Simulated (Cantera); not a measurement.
A perfectly stirred reactor is fed with 90.9 % NO, 9.09 % N2, at 10.00 Torr; it is held at 2100 K, and followed from long to short residence time.

Computed with Cantera and GRI-Mech 3.0 (53 species, 325 reactions). Radical loss at walls, strong at low pressure, is not modelled.

Task: Predict: x(NO) at τ = 1.20 s; x(N2O) at τ = 1.20 s; x(N2) at τ = 1.20 s; x(O) at τ = 1.20 s; x(NO2) at τ = 1.20 s; x(NO) at τ = 60.0 ms; x(N2O) at τ = 60.0 ms; x(N2) at τ = 60.0 ms; x(O) at τ = 60.0 ms; x(NO2) at τ = 60.0 ms.

Result: 
* **x(NO) at τ = 1.20 s**: 0.660
* **x(N2O) at τ = 1.20 s**: 9.74e-5
* **x(N2) at τ = 1.20 s**: 0.214
* **x(O) at τ = 1.20 s**: 0.00455
* **x(NO2) at τ = 1.20 s**: 8.16e-5
* **x(NO) at τ = 60.0 ms**: 0.901
* **x(N2O) at τ = 60.0 ms**: 0.000248
* **x(N2) at τ = 60.0 ms**: 0.0943
* **x(O) at τ = 60.0 ms**: 0.00136
* **x(NO2) at τ = 60.0 ms**: 2.23e-5
